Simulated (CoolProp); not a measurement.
The fluid at 500.32 K and 8.08 MPa is throttled through a valve to 2.87 MPa with no heat exchange. The same conditions are run with several fluids, on thermodynamics alone (safety and materials aside).

Computed with CoolProp (reference Helmholtz-energy equation of state of each fluid (methane: Setzmann 1991; sulfur hexafluoride: Guder 2009; neopentane: Lemmon 2006; carbon dioxide: Span 1996; n-butane: Bücker 2006)).

| fluid | temperature change (K) | final density (kg/m³) |
|---|---|---|
| methane | -5.7 | 11.2 |
| sulfur hexafluoride | -12.5 | 109 |
| neopentane | -37.5 | 77.3 |
| carbon dioxide | -15.8 | 32.1 |
| n-butane | -38.9 | 56.2 |
